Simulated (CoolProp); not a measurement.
Saturation properties of the fluoroketone C6F12O (FK-5-1-12).

The numbers come from the reference Helmholtz-energy equation of state, McLinden 2015 in CoolProp.

```csv
T (K),p (kPa),liquid density (kg/m³),vapour density (kg/m³),enthalpy of vaporisation (kJ/kg),liquid cp (kJ/(kg K))
351.1,250.3,1427,30.86,78.68,1.158
356.3,289.2,1407,35.66,76.84,1.166
361.5,332.5,1387,[?],74.94,1.175
366.8,381.5,1365,47.31,72.92,1.185
372,434.8,1344,54.20,70.85,1.196
377.2,493.5,1321,61.98,68.69,1.208
382.5,559.4,1297,70.93,66.37,1.222
387.7,630.2,1273,80.89,63.98,[?]
392.9,[?],1247,92.20,61.44,[?]
398.2,794.0,1219,105.4,58.68,1.277
403.4,886.3,1190,[?],55.78,1.303
408.6,986.6,1158,137.5,52.63,1.335
413.9,[?],[?],158.3,49.11,1.377
```

Problem. Some entries are withheld; supply them.

Solution. 
- 361.5, vapour density (kg/m³): 41.08
- 387.7, liquid cp (kJ/(kg K)): 1.237
- 392.9, p (kPa): 707.7
- 392.9, liquid cp (kJ/(kg K)): 1.255
- 403.4, vapour density (kg/m³): 120.3
- 413.9, p (kPa): 1098
- 413.9, liquid density (kg/m³): 1123

It boils at 322.2 K under 1 atm.
